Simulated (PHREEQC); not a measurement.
Make-up at 20 °C: 7.5 mmol/kgw HF and 2.8 mmol/kgw NH4F. Closed to the air; pH follows from the charge balance.

The numbers come from PHREEQC with the ion-association model, wateq4f.dat.

This is a speciation only: nothing precipitates in the calculation.

Predict the pH, ionic strength.

pH 2.93; ionic strength 0.00405 mol/kgw.

In which forms is F present?

HF 58 %, F- 38 %, H2F2 2.1 %, HF2- 1.7 % of the F.
